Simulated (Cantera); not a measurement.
Input (Python, Cantera) and output of one run.

```python
import numpy as np
import cantera as ct

gas_names = """
    O2 Br2
""".split()
cond_names = """
    Ca(L) CaBr2(L) CaO(s)
""".split()


# ... load() reads the species with a 1 bar reference pressure and builds the phases ...
species = {s.name: s for s in load("nasa_gas.yaml", gas_names) + load("nasa_condensed.yaml", cond_names)}
T = 1300
g = {n: (s.thermo.h(T) - T * s.thermo.s(T)) / (ct.gas_constant * T * np.log(10)) for n, s in species.items()}
valid = cond_names  # the entries whose range holds T


def stable(la, lb):
    # potentials (over RT ln 10) of the two non-metals from log10 p(O2) and log10 p(Br2) in bar
    mu = {}
    mu["O"] = (g["O2"] + la) / 2
    mu["Br"] = (g["Br2"] + lb) / 2
    cost = {}
    for n in valid:
        c = species[n].composition
        cost[n] = (g[n] - sum(c.get(e, 0) * m for e, m in mu.items())) / c["Ca"]
    return min(cost, key=cost.get)


results = []
for lb in [0, -2.1, -4.2, -6.4, -8.5, -10.6, -12.8, -14.9, -17]:
    row = [stable(la, lb) for la in [-33, -31.1, -29.1, -27.2, -25.2, -23.3, -21.4, -19.4, -17.5, -15.5, -13.6, -11.6, -9.7, -7.8, -5.8, -3.9, -1.9, 0]]
    results.append(row)
    print(f"{lb:6.1f}  " + " ".join(f"{valid.index(n):x}" for n in row))
print("key: " + ", ".join(f"{i:x} {n}" for i, n in enumerate(valid)))
```

It prints:

```
   0.0  1 1 1 1 1 1 1 1 1 1 1 1 1 1 1 1 1 1
  -2.1  1 1 1 1 1 1 1 1 1 1 1 1 1 1 1 1 1 2
  -4.2  1 1 1 1 1 1 1 1 1 1 1 1 1 1 2 2 2 2
  -6.4  1 1 1 1 1 1 1 1 1 1 1 1 2 2 2 2 2 2
  -8.5  1 1 1 1 1 1 1 1 1 1 2 2 2 2 2 2 2 2
 -10.6  1 1 1 1 1 1 1 1 2 2 2 2 2 2 2 2 2 2
 -12.8  1 1 1 1 1 1 2 2 2 2 2 2 2 2 2 2 2 2
 -14.9  1 1 1 2 2 2 2 2 2 2 2 2 2 2 2 2 2 2
 -17.0  1 2 2 2 2 2 2 2 2 2 2 2 2 2 2 2 2 2
key: 0 Ca(L), 1 CaBr2(L), 2 CaO(s)
```

Source: NASA polynomial tables (part measured, part estimated), evaluated in Cantera. Not in the tables: oxide halides.
